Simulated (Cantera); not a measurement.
# Hydrogen reduction and annealing atmospheres: FeS2 + H2 + H2O

Input: 1 mol FeS2, 350 mol H2, 0.22 mol H2O, at 0.490 bar.

Cantera equilibrium calculation (NASA polynomials, part measured and part estimated; ideal gas, pure solids and liquids). Candidate condensed phases: Fe, FeO, Fe(OH)2, Fe(OH)3, FeS, FeSO4, FeS2, Fe2O3, Fe2(SO4)3, Fe3O4, H2O, H2SO4, S; 22 gas species. Mutual solubility and eutectic melting of coexisting phases are not modelled. FeS: taken at fixed stoichiometry. Equilibrium is a limit: real reactors are often held back by kinetics, nucleation or transport.

```tsv
T (K)	x H2	x H2S	x H2O	x H	x SH	x Fe	x S2	x S	n FeS(s)	n Fe(α)	n Fe(γ)	n Fe(δ)	n Fe(l)
925	0.997	0.00286	0.000628	3.71e-10	4.96e-9	<1e-12	1.58e-10	<1e-12	1.00	0	0	0	0
1000	0.997	0.00286	0.000628	3.24e-9	2.47e-8	<1e-12	9.08e-10	<1e-12	1.00	0	0	0	0
1075	0.997	0.00286	0.000628	2.09e-8	9.81e-8	<1e-12	4.11e-9	3.88e-12	1.00	0	0	0	0
1150	0.996	0.00314	0.000628	1.06e-7	3.59e-7	1.75e-11	1.85e-8	3.99e-11	0.901	0.0989	0	0	0
1225	0.995	0.00483	0.000628	4.44e-7	1.59e-6	2.30e-10	1.40e-7	4.39e-10	0.308	0	0.692	0	0
1300	0.994	0.00570	0.000628	1.58e-6	4.77e-6	2.23e-9	5.45e-7	2.96e-9	0	0	1.000	0	0
1375	0.994	0.00570	0.000628	4.88e-6	1.09e-5	1.68e-8	1.36e-6	1.39e-8	0	0	1.000	0	0
1450	0.994	0.00568	0.000628	1.35e-5	2.30e-5	1.02e-7	3.06e-6	5.58e-8	0	0	1.000	0	0
1525	0.994	0.00565	0.000628	3.37e-5	4.49e-5	5.16e-7	6.35e-6	1.95e-7	0	0	1.000	0	0
1600	0.994	0.00560	0.000628	7.74e-5	8.18e-5	2.24e-6	1.22e-5	6.03e-7	0	0	0.999	0	0
1675	0.994	0.00552	0.000628	0.000165	0.000140	8.47e-6	2.18e-5	1.68e-6	0	0	0	0.997	0
1750	0.993	0.00540	0.000628	0.000331	0.000228	2.84e-5	3.65e-5	4.23e-6	0	0	0	0.990	0
1825	0.993	0.00523	0.000628	0.000627	0.000352	8.54e-5	5.71e-5	9.79e-6	0	0	0	0	0.970
```
x: gas mole fraction; n: condensed amount in mol.

From 925 K to 1075 K the condensed part is FeS(s). At 1150 K the condensed part is Fe(α) + FeS(s). At 1225 K the condensed part is Fe(γ) + FeS(s). From 1300 K to 1600 K the condensed part is Fe(γ). From 1675 K to 1750 K the condensed part is Fe(δ). At 1825 K the condensed part is Fe(l).
